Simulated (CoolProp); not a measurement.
Vapour pressure (bar) of hexamethyldisiloxane (MM): the reference equation beside estimates from Tc = 518.7 K, pc = 19.31 bar, ω = 0.418.

Computed with CoolProp (reference Helmholtz-energy equation of state, Thol 2016).

```tsv
T (K)	reference	Lee-Kesler	Redlich-Kwong	Soave-Redlich-Kwong	Peng-Robinson
393.3	1.732	[?]	3.202	1.747	1.734
401.5	[?]	2.146	3.739	2.152	[?]
409.6	2.583	2.607	4.327	2.618	2.590
417.7	3.108	3.139	4.976	3.159	[?]
425.9	3.719	3.758	5.698	3.788	3.741
434	4.408	[?]	6.480	4.499	4.441
442.2	5.200	5.255	7.341	5.317	5.248
450.3	6.084	6.148	8.265	6.230	6.150
458.5	7.092	7.165	9.278	7.269	7.179
466.6	8.208	8.290	10.36	8.417	8.319
```

Question: Some entries are withheld; supply them.

Answer: 
- 393.3, Lee-Kesler: 1.745
- 401.5, reference: 2.128
- 401.5, Peng-Robinson: 2.132
- 417.7, Peng-Robinson: 3.122
- 434, Lee-Kesler: 4.455

Absolute difference from the reference over all 10 rows, mean and median: Lee-Kesler 1.0 and 1.0 %, Redlich-Kwong 52.2 and 50.1 %, Soave-Redlich-Kwong 1.9 and 2.0 %, Peng-Robinson 0.7 and 0.7 %.
